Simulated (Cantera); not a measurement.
A closed system holds: 1 mol Al2O3, 0.13 mol H2, equilibrated at 1873.15 K and 14.0 Pa.

Method: chemical equilibrium by Gibbs-energy minimisation in Cantera with the NASA 1993 tables (ideal gas, pure condensed phases). Candidate condensed phases: Al, Al2O3, H2O; 19 gas species. The tables' values for AlOH are old estimates; treat these amounts as uncertain. Rates play no part.

Base state: H2 0.946, H 0.0531, H2O 0.000812, Al 0.000490, Al2O 3.28e-5, AlOH 2.15e-5 (mole fractions); condensed: Al2O3(s).

**Question.** What changes in the equilibrium state with this change: 0.012 mol HCl added?

**Answer.** 
```csv
species,before,after
H2,0.946,0.862
HCl,0,0.0755
H,0.0531,0.0507
H2O,0.000812,0.00475
AlCl,0,0.00311
Cl,0,0.00336
AlOCl,0,3.05e-5
AlCl2,0,2.17e-5
Al2O,3.28e-5,8.00e-7
"Al2O3(s), mol",1.000,1.000
```
The tables' values for AlCl2 are old estimates; treat these amounts as uncertain. Further candidate phases: AlCl3.
